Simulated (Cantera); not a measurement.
A perfectly stirred reactor is fed with H₂ : O₂ : N₂ = 1.3 : 1 : 0.62 (molar parts), at 13300 Pa; it is held at 1250 K, and followed from long to short residence time.

Cantera simulation using GRI-Mech 3.0 (53 species, 325 reactions); the numbers are that mechanism's predictions, not measurements. The temperature is held fixed by assumption; the heat of reaction is taken as removed at once.

Task: What does this change do: temperature 1250 to 1298 K?

Result: 
| quantity | before | after |
|---|---|---|
| x(H₂) at τ = 1.20 s | 0.000421 | 0.000396 |
| x(O₂) at τ = 1.20 s | 0.154 | 0.154 |
| x(NO) at τ = 1.20 s | 1.50e-7 | 2.43e-7 |
| x(OH) at τ = 1.20 s | 0.000747 | 0.000932 |
| x(HO₂) at τ = 1.20 s | 8.50e-6 | 6.92e-6 |
| x(H₂) at τ = 12.0 ms | 0.00827 | 0.00792 |
| x(O₂) at τ = 12.0 ms | 0.156 | 0.155 |
| x(NO) at τ = 12.0 ms | 5.76e-7 | 7.78e-7 |
| x(OH) at τ = 12.0 ms | 0.00359 | 0.00442 |
| x(HO₂) at τ = 12.0 ms | 4.22e-5 | 3.76e-5 |

Task: What does this change do: H2 1.3 to 0.14 parts?

Result: 
```tsv
quantity	before	after
x(H₂) at τ = 1.20 s	0.000421	6.45e-5
x(O₂) at τ = 1.20 s	0.154	0.550
x(NO) at τ = 1.20 s	1.50e-7	1.78e-7
x(OH) at τ = 1.20 s	0.000747	0.000357
x(HO₂) at τ = 1.20 s	8.50e-6	2.30e-6
x(H₂) at τ = 12.0 ms	0.00827	0.00108
x(O₂) at τ = 12.0 ms	0.156	0.547
x(NO) at τ = 12.0 ms	5.76e-7	1.86e-7
x(OH) at τ = 12.0 ms	0.00359	0.00172
x(HO₂) at τ = 12.0 ms	4.22e-5	1.66e-5
```
